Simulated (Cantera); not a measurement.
Feed: 1 mol HI, 3 mol H₂, equilibrated at 0.310 bar.

Method: chemical equilibrium by Gibbs-energy minimisation in Cantera with the NASA 1993 tables (ideal gas, pure condensed phases). Candidate condensed phases: I₂; 10 gas species. Ions and electrons are included (thermal ionisation). The numbers say what is thermodynamically allowed, not how fast it happens.

Problem. At 4227 °C, list the 4 most abundant gas species with their mole fractions, and the condensed phases.

Solution. H 0.854, I 0.127, H₂ 0.0189, HI 0.000311. Condensed: gas only.
